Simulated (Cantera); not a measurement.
**Al2O3 + Li2O + O2 (silicates and aluminates)**

Charge: 1 mol Al2O3, 0.81 mol Li2O, 1.6 mol O2, held at 0.000180 bar.

Method: chemical equilibrium by Gibbs-energy minimisation in Cantera with the NASA 1993 tables (ideal gas, pure condensed phases). Candidate condensed phases: Al, Al2O3, Li, LiAlO2, Li2O; 14 gas species. Mutual solubility and eutectic melting of coexisting phases are not modelled. Condensed phases not in the tables: alloys, solid solutions and most ternary compounds. Rates play no part.

From 1975 K to 2025 K the condensed part is Al2O3(s) + LiAlO2(l). From 2050 K to 2275 K the condensed part is Al2O3(s). The main Al-bearing gas is AlO throughout.

```
T (K)   x O2   x Li     x O    x Li2O  n Al2O3(s)  n LiAlO2(l)
-----  -----  -----  ------  --------  ----------  -----------
1975   0.758  0.195  0.0358   0.00613       0.423         1.15
2000   0.672  0.274  0.0409   0.00784       0.568        0.864
2025   0.550  0.388  0.0447   0.00995       0.885        0.229
2050   0.514  0.419  0.0520   0.00791       1.000            0
2075   0.505  0.420  0.0618   0.00560       1.000            0
2100   0.496  0.420  0.0730   0.00397       1.000            0
2125   0.486  0.419  0.0858   0.00282       1.000            0
2150   0.475  0.417   0.100   0.00201       1.000            0
2175   0.462  0.415   0.117   0.00143       1.000            0
2200   0.448  0.412   0.135   0.00103       1.000            0
2225   0.432  0.408   0.155  0.000734       1.000            0
2250   0.415  0.403   0.177  0.000526       1.000            0
2275   0.396  0.398   0.201  0.000377       1.000            0
```
x: gas mole fraction; n: condensed amount in mol.
